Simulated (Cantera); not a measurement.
A perfectly stirred reactor is fed with 25.1 % H₂, 15.7 % O₂, 58.9 % N₂, 0.376 % NO, at 500000 Pa; it is adiabatic with a 475 K inlet, and is followed from long to short residence time, starting on the burning branch (τ in s: 0.41, 0.13, 0.042, 0.013, 0.0042, 0.0013, 0.00042, 0.00013, 4.2e-05).

Cantera simulation using GRI-Mech 3.0 (53 species, 325 reactions); the numbers are that mechanism's predictions, not measurements. The hydrogen kinetics of GRI-Mech 3.0 are dated; newer H2 mechanisms differ, most at raised pressure. The mechanism lacks 2 NO + O2 → 2 NO2 and HONO, so NO2 and the effect of NO are under-described below about 1400 K.

x: mole fraction; the columns are a selection and need not sum to one.

```
τ (s)    T (K)     x H₂    x O₂     x NO   x N₂    x NO₂    x N₂O       x H
-------  -----  -------  ------  -------  -----  -------  -------  --------
0.41      2306  0.00148  0.0342  0.00583  0.671  5.82e-6  6.80e-7  0.000174
0.13      2307  0.00149  0.0343  0.00563  0.671  5.64e-6  6.81e-7  0.000176
0.042     2307  0.00153  0.0345  0.00526  0.671  5.31e-6  6.85e-7  0.000182
0.013     2306  0.00164  0.0347  0.00481  0.671  4.94e-6  7.01e-7  0.000200
0.0042    2303  0.00196  0.0349  0.00451  0.671  4.83e-6  7.42e-7  0.000253
0.0013    2291        ?  0.0351  0.00437  0.671  5.00e-6        ?         ?
0.00042   2265  0.00484  0.0355  0.00430  0.669  5.03e-6  9.02e-7  0.000940
0.00013   2210        ?  0.0366  0.00426  0.666        ?  8.67e-7         ?
4.2e-5    2117   0.0154  0.0390  0.00422  0.662  3.80e-6  7.66e-7   0.00597
```

Problem. Some entries are withheld; supply them.

Solution. 
- 0.0013, x H₂: 0.00284
- 0.0013, x N₂O: 8.29e-7
- 0.0013, x H: 0.000427
- 0.00013, x H₂: 0.00893
- 0.00013, x NO₂: 4.50e-6
- 0.00013, x H: 0.00244
